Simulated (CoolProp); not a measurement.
C2F6 (R116) along the isobar 0.621 MPa: fugacity coefficient from the reference equation and from simpler models built on Tc = 293.0 K, pc = 3.048 MPa, ω = 0.257; each cubic takes its own stable root.

Values from CoolProp's reference Helmholtz-energy equation of state, Lemmon 2006. It is a short technical equation, of lower accuracy than the large ones.

```json
[
 {"T (K)": "182.3", "phase": "liquid", "reference": "0.07811"},
 {"T (K)": "203.6", "phase": "liquid", "reference": "0.2438"},
 {"T (K)": "224.8", "phase": "liquid", "reference": "0.5763"},
 {"T (K)": "246.1", "phase": "gas", "reference": "0.8788"},
 {"T (K)": "267.4", "phase": "gas", "reference": "0.9084"},
 {"T (K)": "288.7", "phase": "gas", "reference": "0.9293"},
 {"T (K)": "309.9", "phase": "gas", "reference": "0.9445"},
 {"T (K)": "331.2", "phase": "gas", "reference": "0.9560"},
 {"T (K)": "352.5", "phase": "gas", "reference": "0.9649"},
 {"T (K)": "373.8", "phase": "gas", "reference": "0.9718"}
]
```

### Question
How far does each simpler model (Redlich-Kwong, Soave-Redlich-Kwong, Peng-Robinson) lie from the reference over these 10 states: mean and median of the absolute difference, and the worst?

### Answer
- Redlich-Kwong: mean 17.9 %, median 0.5 %, worst +85.1 % at 182.3 K and 0.621 MPa
- Soave-Redlich-Kwong: mean 0.3 %, median 0.1 %, worst +1.1 % at 224.8 K and 0.621 MPa
- Peng-Robinson: mean 0.7 %, median 0.7 %, worst -0.9 % at 267.4 K and 0.621 MPa
